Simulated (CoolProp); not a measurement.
Saturation properties of n-perfluoropentane.

Values from CoolProp's reference Helmholtz-energy equation of state, Gao 2022.

```
T (K)   p (MPa)  liquid density (kg/m³)  vapour density (kg/m³)  enthalpy of vaporisation (kJ/kg)  liquid cp (kJ/(kg K))
-----  --------  ----------------------  ----------------------  --------------------------------  ---------------------
238.5  0.004360                    1786                  0.6365                             107.4                 0.9320
247.2  0.007538                    1761                   1.065                             105.3                 0.9484
255.8   0.01238                    1736                   1.696                             103.2                 0.9649
264.5   0.01965                    1710                   2.616                             101.0                 0.9817
273.2   0.03008                    1684                   3.903                             98.78                 0.9987
281.8         ?                    1657                   5.628                             96.50                      ?
290.5   0.06396                    1630                       ?                             94.10                  1.033
299.2   0.08980                    1601                   10.96                             91.61                  1.050
307.8    0.1228                    1572                   14.77                             89.03                  1.067
316.5    0.1650                    1542                   19.63                             86.29                  1.085
325.1         ?                    1511                   25.63                             83.44                  1.103
333.8    0.2814                    1478                   33.13                             80.38                  1.122
342.5    0.3595                    1443                   42.36                             77.12                  1.143
```

**Question.** Some entries are withheld; supply them.

**Answer.** 
- 281.8, p (MPa): 0.04439
- 281.8, liquid cp (kJ/(kg K)): 1.016
- 290.5, vapour density (kg/m³): 7.944
- 325.1, p (MPa): 0.2169

It boils at 302.5 K under 1 atm.
